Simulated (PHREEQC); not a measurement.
Dissolve 4.1 mol NaBr and 2.2e-05 mol H4SiO4 per kg of water at 25 °C. Closed to the air; pH follows from the charge balance.

The numbers come from PHREEQC with the Pitzer model, pitzer.dat.

| Quantity | Value |
|---|---|
| pH | 6.35 |
| ionic strength | 4.10 mol/kgw |
| activity of water | 0.837 |
| density | 1.278 g/cm³ |
| osmotic coefficient | 1.207 |

| species | molality | activity | log γ |
|---|---|---|---|
| Br- | 4.10 | 2.83 | -0.161 |
| Na+ | 4.10 | 5.25 | 0.108 |
| H4SiO4 | 2.20e-5 | 3.49e-5 | 0.202 |
| H+ | 1.16e-7 | 4.45e-7 | 0.582 |
| OH- | 6.74e-8 | 1.90e-8 | -0.549 |
| H3SiO4- | 4.89e-8 | 1.16e-8 | -0.626 |

Precipitation was switched off in this run. In brines, pH and single-ion activities rest on the MacInnes convention.
